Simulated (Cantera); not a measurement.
An adiabatic, constant-pressure homogeneous reactor starts with 3.92 % CH4, 0.901 % C2H6, 20.0 % O2, 75.2 % N2, at 1175 K and 5.72 atm.

Model: GRI-Mech 3.0 (53 species, 325 reactions), integrated in Cantera.

Question: Predict: time of steepest temperature rise; temperature at 3.00 s; equilibrium temperature; x(O2) at 3.00 s; x(CO) at 3.00 s.

Answer: time of steepest temperature rise: 1.69 ms
temperature at 3.00 s: 2279 K
equilibrium temperature: 2279 K
x(O2) at 3.00 s: 0.0841 (gas-phase equilibrium 0.0841)
x(CO) at 3.00 s: 0.000820 (gas-phase equilibrium 0.000820)
